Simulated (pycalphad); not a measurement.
## Effect of Si content in Mg-Si

Computed with pycalphad from the COST 507 light-alloy database (1999), at 1 atm. No gas phase is included, though pure Mg would boil below 1187 °C. The data set is of 1999 and partly superseded. Amounts are mole fractions of atoms.

| alloy | liquidus (°C) | first solid | solidus (°C) | phases at 497 °C |
|---|---|---|---|---|
| Mg-10.11Si (wt.%) | 871 | MG2SI | 639 | hcp 0.73, MG2SI 0.27 |
| Mg-29.54Si (wt.%) | 1061 | MG2SI | 639 | MG2SI 0.80, hcp 0.20 |
| Mg-38.87Si (wt.%) | 1075 | MG2SI | 943 | MG2SI 0.97, diamond (Si) 0.03 |
| Mg-73.88Si (wt.%) | (withheld) | (withheld) | 943 | (withheld) |

Q: Some entries are withheld; supply them.

A: 
- Mg-73.88Si (wt.%), liquidus (°C): 1187
- Mg-73.88Si (wt.%), first solid: diamond (Si)
- Mg-73.88Si (wt.%), phases at 497 °C: diamond (Si) 0.56, MG2SI 0.44

Database names, with the compositions (at.%) that they take in these runs: MG2SI: Mg 67 Si 33.
